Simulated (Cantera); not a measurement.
An isothermal, constant-pressure homogeneous reactor starts with C₂H₆ : N₂ = 1 : 20 (molar parts), at 1073 K and 16000 Pa.

Detailed kinetics in Cantera: GRI-Mech 3.0 (53 species, 325 reactions). GRI-Mech 3.0 stops at C3 and has no aromatics, soot or wall deposition, so with more carbon than oxygen in the feed, carbon stays in small species such as C2H2 where larger ones or solid carbon would form.

x: mole fraction; the columns are a selection and need not sum to one.

| t (s) | x C₂H₆ | x H₂ | x C₂H₄ | x C₂H | x C₂H₂ | x HCN | x CH₄ |
|---|---|---|---|---|---|---|---|
| 0.000200 | 0.0476 | 4.79e-9 | 5.19e-9 | <1e-12 | <1e-12 | <1e-12 | 1.25e-8 |
| 0.000426 | 0.0476 | 4.59e-8 | 4.78e-8 | <1e-12 | <1e-12 | <1e-12 | 5.37e-8 |
| 0.000909 | 0.0476 | 4.16e-7 | 4.24e-7 | <1e-12 | <1e-12 | <1e-12 | 2.19e-7 |
| 0.00194 | 0.0476 | 3.42e-6 | 3.46e-6 | <1e-12 | 1.46e-11 | <1e-12 | 8.03e-7 |
| 0.00413 | 0.0476 | 2.39e-5 | 2.41e-5 | <1e-12 | 6.76e-10 | <1e-12 | 2.56e-6 |
| 0.00880 | 0.0475 | 0.000130 | 0.000132 | <1e-12 | 2.03e-8 | <1e-12 | 7.90e-6 |
| 0.0188 | 0.0470 | 0.000531 | 0.000539 | <1e-12 | 3.55e-7 | <1e-12 | 2.76e-5 |
| 0.0400 | 0.0458 | 0.00160 | 0.00163 | <1e-12 | 3.31e-6 | <1e-12 | 8.62e-5 |
| 0.0853 | 0.0433 | [?] | [?] | <1e-12 | [?] | <1e-12 | [?] |
| 0.182 | 0.0381 | 0.00863 | 0.00868 | <1e-12 | 9.28e-5 | 1.03e-12 | 0.000505 |
| 0.387 | [?] | [?] | [?] | <1e-12 | [?] | 1.25e-12 | [?] |
| 0.826 | 0.0144 | 0.0308 | 0.0293 | <1e-12 | 0.00131 | 1.44e-12 | 0.00218 |
| 1.76 | 0.00362 | 0.0421 | 0.0368 | 1.47e-12 | 0.00344 | 1.55e-12 | 0.00326 |
| 3.75 | 0.000712 | 0.0470 | 0.0366 | 1.28e-12 | 0.00611 | 1.59e-12 | 0.00373 |
| 8.00 | 0.000268 | 0.0497 | 0.0341 | 1.13e-12 | 0.00880 | 1.59e-12 | 0.00396 |

### Question
Complete the blanks.

### Answer

- 0.0853, x H₂: 0.00391
- 0.0853, x C₂H₄: 0.00397
- 0.0853, x C₂H₂: 1.96e-5
- 0.0853, x CH₄: 0.000219
- 0.387, x C₂H₆: 0.0284
- 0.387, x H₂: 0.0175
- 0.387, x C₂H₄: 0.0173
- 0.387, x C₂H₂: 0.000378
- 0.387, x CH₄: 0.00111
